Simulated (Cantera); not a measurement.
# Ignition delay

Mixture: 11.0 % CH₄, 13.0 % O₂, 76.0 % N₂, at 18.8 atm, adiabatic and at constant volume. Ignition delay is the time to a rise of 400 K.

Cantera simulation using GRI-Mech 3.0 (53 species, 325 reactions); the numbers are that mechanism's predictions, not measurements. The pressure lies above the range GRI-Mech 3.0 was tuned for (to about 10 atm).

```tsv
T0 (K)	delay (ms)
1173	5.76
1273	1.83
1373	0.641
1473	0.241
1573	0.0951
1673	0.0394
1773	0.0174
1873	0.00837
```

| Quantity | Result |
|---|---|
| apparent activation energy between 1673 and 1873 K | 200 kJ/mol |
